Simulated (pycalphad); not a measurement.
Source of the numbers: pycalphad with the COST 507 light-alloy database (1999); pressure 1 atm. The database dates from 1999; later assessments differ in places, in temperatures and in the compounds included. Kinetics are ignored, which matters at the lower temperatures.

Molar enthalpy of Ti-0.87C (at.%) in equilibrium (SER reference):

```tsv
T (°C)	H (kJ/mol)	phases
2577	110.73	liquid
2427	103.82	liquid
2277	96.90	liquid
2127	89.98	liquid
1977	83.07	liquid
1827	76.15	liquid
1727	71.54	liquid
1677	69.23	liquid
1627	52.70	bcc
1577	50.87	bcc
1527	49.07	bcc
1377	43.89	bcc
1227	38.99	bcc
1077	34.22	bcc + fcc
927	29.46	bcc + fcc
777	20.56	hcp
627	15.55	hcp + fcc
477	10.77	hcp + fcc
327	6.25	hcp + fcc
```

Cooling from 1677 °C to 1627 °C, across the freezing range, releases 16.5 kJ/mol, or 348 J/g. The slope is 46 J/(mol K) in the liquid and 37 J/(mol K) just below the solidus, where it includes any heat of precipitation. Liquidus 1664 °C, solidus 1664 °C. Changes were sought between steps of 50 K, so a narrower field can be missed.

The fcc model also describes the rock-salt carbide or nitride (TiC, TiN, HfC).
